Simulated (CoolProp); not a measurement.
CHF3 (R23) along the isotherm 325.7 K: Z from the reference equation and from simpler models built on Tc = 299.3 K, pc = 4.832 MPa, ω = 0.263; each cubic takes its own stable root.

Values from CoolProp's reference Helmholtz-energy equation of state, Penoncello 2003.

```csv
p (MPa),phase,reference
0.0229,gas,0.9987
0.0434,gas,0.9976
0.0824,gas,0.9954
0.156,gas,0.9912
0.296,gas,0.9833
0.561,gas,0.9681
1.06,gas,0.9388
2.02,gas,0.8796
3.82,gas,0.7562
7.25,supercritical,0.4529
```

How far does each simpler model (van der Waals, Redlich-Kwong, Peng-Robinson) lie from the reference over these 10 states: mean and median of the absolute difference, and the worst?


- van der Waals: mean 1.0 %, median 0.3 %, worst -6.3 % at 325.7 K and 7.25 MPa
- Redlich-Kwong: mean 0.1 %, median 0.0 %, worst -0.8 % at 325.7 K and 7.25 MPa
- Peng-Robinson: mean 0.8 %, median 0.2 %, worst +5.9 % at 325.7 K and 7.25 MPa
